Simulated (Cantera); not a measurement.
Cantera run, input and output.

```python
import numpy as np
import cantera as ct

gas = ct.Solution("gri30.yaml")
gas.TPX = 1373, 101325, {'C2H6': 1, 'H2': 46}
reactor = ct.IdealGasConstPressureReactor(gas, energy="off", clone=False)
net = ct.ReactorNet([reactor])
net.rtol, net.atol = 1e-08, 1e-18
show = ['C2H6', 'H2', 'C2H2', 'CH4', 'C2H', 'CH3']
times = np.geomspace(0.0001, 20, 14)

steps = ct.SolutionArray(gas, extra=["t"])
rows = []
print(f"{'t/s':>10s}{'T/K':>9s}{'P/Pa':>11s}" + "".join(f"{s:>11s}" for s in show))
for t in times:
    while net.time < t:
        t_next = net.step()
        steps.append(gas.state, t=t_next)
    rows.append([np.interp(t, steps.t, y) for y in (steps.T, steps.P, *steps(*show).X.T)])
    print(f"{t:10.3e}{rows[-1][0]:9.1f}{rows[-1][1]:11.4g}" + "".join(f"{x:11.3e}" for x in rows[-1][2:]))
rate = np.gradient(steps.T, steps.t)
print("integrator steps:", len(steps.t))
if steps.T.max() > steps.T[0] + 200:
    print(f"time of steepest temperature rise: {steps.t[rate.argmax()]:.4e} s")
gas.TPX = 1373, 101325, {'C2H6': 1, 'H2': 46}
gas.equilibrate("TP")
print(f"equilibrium (TP): T = {gas.T:.1f} K  " + "  ".join(f"{s} {gas[s].X[0]:.3e}" for s in show))
```

Result:

```
       t/s      T/K       P/Pa       C2H6         H2       C2H2        CH4        C2H        CH3
 1.000e-04   1373.0  1.013e+05  1.744e-02  9.779e-01  9.616e-06  1.563e-03  5.433e-13  4.173e-05
 2.557e-04   1373.0  1.013e+05  1.041e-02  9.762e-01  1.051e-04  5.250e-03  6.413e-12  3.585e-05
 6.539e-04   1373.0  1.013e+05  3.295e-03  9.744e-01  5.192e-04  9.178e-03  2.542e-11  1.816e-05
 1.672e-03   1373.0  1.013e+05  6.901e-04  9.736e-01  1.330e-03  1.087e-02  3.626e-11  8.273e-06
 4.276e-03   1373.0  1.013e+05  2.896e-04  9.733e-01  2.370e-03  1.160e-02  4.095e-11  5.269e-06
 1.094e-02   1373.0  1.013e+05  2.245e-04  9.728e-01  3.884e-03  1.253e-02  5.904e-11  4.935e-06
 2.797e-02   1373.0  1.013e+05  1.701e-04  9.721e-01  5.530e-03  1.412e-02  7.321e-11  4.784e-06
 7.152e-02   1373.0  1.013e+05  1.316e-04  9.708e-01  6.016e-03  1.669e-02  6.777e-11  4.770e-06
 1.829e-01   1373.0  1.013e+05  1.055e-04  9.685e-01  5.125e-03  2.102e-02  4.799e-11  4.968e-06
 4.677e-01   1373.0  1.013e+05  7.172e-05  9.652e-01  3.575e-03  2.752e-02  2.534e-11  4.902e-06
 1.196e+00   1373.0  1.013e+05  3.524e-05  9.614e-01  1.845e-03  3.480e-02  8.924e-12  4.222e-06
 3.058e+00   1373.0  1.013e+05  1.102e-05  9.587e-01  5.802e-04  4.011e-02  1.891e-12  3.273e-06
 7.821e+00   1373.0  1.013e+05  3.981e-06  9.578e-01  1.600e-04  4.186e-02  4.379e-13  2.868e-06
 2.000e+01   1373.0  1.013e+05  3.605e-06  9.578e-01  1.362e-04  4.195e-02  3.687e-13  2.844e-06
integrator steps: 1252
equilibrium (TP): T = 1373.0 K  C2H6 3.605e-06  H2 9.578e-01  C2H2 1.362e-04  CH4 4.195e-02  C2H 3.686e-13  CH3 2.844e-06
```

Detailed kinetics in Cantera: GRI-Mech 3.0 (53 species, 325 reactions). GRI-Mech 3.0 stops at C3 and has no aromatics, soot or wall deposition, so with more carbon than oxygen in the feed, carbon stays in small species such as C2H2 where larger ones or solid carbon would form.
